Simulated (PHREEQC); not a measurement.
Dissolve 0.0013 mol NaHSO4, 0.00022 mol NH3 and 0.2 mol LiCl per kg of water at 90 °C. Closed to the air; pH follows from the charge balance.

The numbers come from PHREEQC with the ion-association model, phreeqc.dat.

### Question
The ionic strength comes out as 0.203 mol/kgw. What activity coefficients do SO4-2, NH4+, NaSO4-, H+, Na+ get?

### Answer
SO4-2 0.25, NH4+ 0.64, NaSO4- 0.72, H+ 0.77, Na+ 0.71.

No solid was allowed to form. Away from 25 °C the constants follow the database's enthalpies or fits; those with neither stay at their 25 °C values.
